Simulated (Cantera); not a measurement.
## Equilibrium for carbothermic reduction: TiO2 + CH4 + H2

A closed system holds: 1 mol TiO2, 1.2 mol CH4, 0.16 mol H2, held at 380000 Pa.

Method: chemical equilibrium by Gibbs-energy minimisation in Cantera with the NASA 1993 tables (ideal gas, pure condensed phases). Candidate condensed phases: C, C6H6, C7H8, C8H18, H2O, Ti, TiC, TiO, TiO2, Ti2O3, Ti3O5, Ti4O7; 113 gas species. Mutual solubility and eutectic melting of coexisting phases are not modelled. TiC, TiO: taken at fixed stoichiometry. Condensed phases not in the tables: Magnéli phases beyond Ti4O7, solid solutions among these carbides, nitrides and lower oxides. Rates play no part.

```json
[
 {"T (K)": "1098", "x H2": "0.889", "x CO": "0.000879", "x CH4": "0.110", "x H": "1.20e-8", "n C(graphite)": "0.945", "n TiO2(rutile)": "0.989", "n Ti4O7(s)": "0.00266", "n Ti3O5(s)": "0", "n TiC(s)": "0", "n Ti2O3(s)": "0", "n Ti2O3(l)": "0", "n TiO(l)": "0"},
 {"T (K)": "1248", "x H2": "0.931", "x CO": "0.0305", "x CH4": "0.0367", "x H": "2.31e-7", "n C(graphite)": "1.03", "n TiO2(rutile)": "0.672", "n Ti4O7(s)": "0.0820", "n Ti3O5(s)": "0", "n TiC(s)": "0", "n Ti2O3(s)": "0", "n Ti2O3(l)": "0", "n TiO(l)": "0"},
 {"T (K)": "1398", "x H2": "0.871", "x CO": "0.115", "x CH4": "0.0126", "x H": "2.26e-6", "n C(graphite)": "0.835", "n TiO2(rutile)": "0", "n Ti4O7(s)": "0", "n Ti3O5(s)": "0.333", "n TiC(s)": "0", "n Ti2O3(s)": "0", "n Ti2O3(l)": "0", "n TiO(l)": "0"},
 {"T (K)": "1548", "x H2": "0.867", "x CO": "0.127", "x CH4": "0.00586", "x H": "1.47e-5", "n C(graphite)": "0.790", "n TiO2(rutile)": "0", "n Ti4O7(s)": "0", "n Ti3O5(s)": "0.326", "n TiC(s)": "0.0229", "n Ti2O3(s)": "0", "n Ti2O3(l)": "0", "n TiO(l)": "0"},
 {"T (K)": "1698", "x H2": "0.734", "x CO": "0.264", "x CH4": "0.00121", "x H": "6.36e-5", "n C(graphite)": "0", "n TiO2(rutile)": "0", "n Ti4O7(s)": "0", "n Ti3O5(s)": "0", "n TiC(s)": "0.279", "n Ti2O3(s)": "0.360", "n Ti2O3(l)": "0", "n TiO(l)": "0"},
 {"T (K)": "1848", "x H2": "0.735", "x CO": "0.264", "x CH4": "0.000303", "x H": "0.000233", "n C(graphite)": "0", "n TiO2(rutile)": "0", "n Ti4O7(s)": "0", "n Ti3O5(s)": "0", "n TiC(s)": "0.281", "n Ti2O3(s)": "0.360", "n Ti2O3(l)": "0", "n TiO(l)": "0"},
 {"T (K)": "1998", "x H2": "0.734", "x CO": "0.264", "x CH4": "9.45e-5", "x H": "0.000705", "n C(graphite)": "0", "n TiO2(rutile)": "0", "n Ti4O7(s)": "0", "n Ti3O5(s)": "0", "n TiC(s)": "0.281", "n Ti2O3(s)": "0.359", "n Ti2O3(l)": "0", "n TiO(l)": "0"},
 {"T (K)": "2148", "x H2": "0.733", "x CO": "0.264", "x CH4": "3.56e-5", "x H": "0.00183", "n C(graphite)": "0", "n TiO2(rutile)": "0", "n Ti4O7(s)": "0", "n Ti3O5(s)": "0", "n TiC(s)": "0.281", "n Ti2O3(s)": "0", "n Ti2O3(l)": "0.359", "n TiO(l)": "0"},
 {"T (K)": "2298", "x H2": "0.695", "x CO": "0.300", "x CH4": "1.68e-5", "x H": "0.00410", "n C(graphite)": "0", "n TiO2(rutile)": "0", "n Ti4O7(s)": "0", "n Ti3O5(s)": "0", "n TiC(s)": "0.101", "n Ti2O3(s)": "0", "n Ti2O3(l)": "0", "n TiO(l)": "0.898"},
 {"T (K)": "2448", "x H2": "0.692", "x CO": "0.299", "x CH4": "9.70e-6", "x H": "0.00849", "n C(graphite)": "0", "n TiO2(rutile)": "0", "n Ti4O7(s)": "0", "n Ti3O5(s)": "0", "n TiC(s)": "0.101", "n Ti2O3(s)": "0", "n Ti2O3(l)": "0", "n TiO(l)": "0.899"}
]
```
x: gas mole fraction; n: condensed amount in mol.

From 1098 K to 1248 K the condensed part is C(graphite) + TiO2(rutile) + Ti4O7(s). At 1398 K the condensed part is C(graphite) + Ti3O5(s). At 1548 K the condensed part is C(graphite) + TiC(s) + Ti3O5(s). From 1698 K to 1998 K the condensed part is TiC(s) + Ti2O3(s). At 2148 K the condensed part is TiC(s) + Ti2O3(l). From 2298 K to 2448 K the condensed part is TiC(s) + TiO(l).
